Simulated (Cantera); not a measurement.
Charge: 1 mol Al, 1 mol Cl₂, 10 mol N₂, equilibrated at 898 K and 1.60 mbar.

These are equilibrium values from Cantera (NASA tables, ideal gas, pure condensed phases), not measurements of a reactor. Candidate condensed phases: Al, AlCl₃, AlN; 11 gas species. Equilibrium is a limit: real reactors are often held back by kinetics, nucleation or transport.

Base state: N₂ 0.937, AlCl₃ 0.0635 (mole fractions); condensed: AlN(s).

Question: What changes in the equilibrium state with this change: temperature from 898 K to 500 K?

Answer: 
```json
[
 {"species": "N₂", "before": "0.937", "after": "0.963"},
 {"species": "Al₂Cl₆", "before": "3.13e-6", "after": "0.0278"},
 {"species": "AlCl₃", "before": "0.0635", "after": "0.00962"},
 {"species": "AlN(s), mol", "before": "0.333", "after": "0.333"}
]
```
